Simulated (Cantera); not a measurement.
Feed: 1 mol Si, 0.7 mol HCl, 1.3 mol H2, equilibrated at 90.0 Torr.

Method: chemical equilibrium by Gibbs-energy minimisation in Cantera with the NASA 1993 tables (ideal gas, pure condensed phases). Candidate condensed phases: Si; 19 gas species. The tables' values for SiCl3 are old estimates; treat these amounts as uncertain. Rates play no part. All values below are at 798 K.

Base state: H2 0.894, SiCl4 0.0745, SiHCl3 0.0281, HCl 0.00209, SiH2Cl2 0.000855, SiCl3 5.71e-5 (mole fractions); condensed: Si(s).

Q: What changes in the equilibrium state with this change: pressure from 90.0 Torr to 8250 Torr?

A: 
| species | before | after |
|---|---|---|
| H2 | 0.894 | 0.883 |
| SiHCl3 | 0.0281 | 0.0620 |
| SiCl4 | 0.0745 | 0.0478 |
| SiH3Cl | 5.98e-6 | 0.000156 |
| SiH2Cl2 | 0.000855 | 0.00647 |
| SiCl3 | 5.71e-5 | 1.32e-5 |
| HCl | 0.00209 | 0.000599 |
| Si(s), mol | 0.812 | 0.791 |
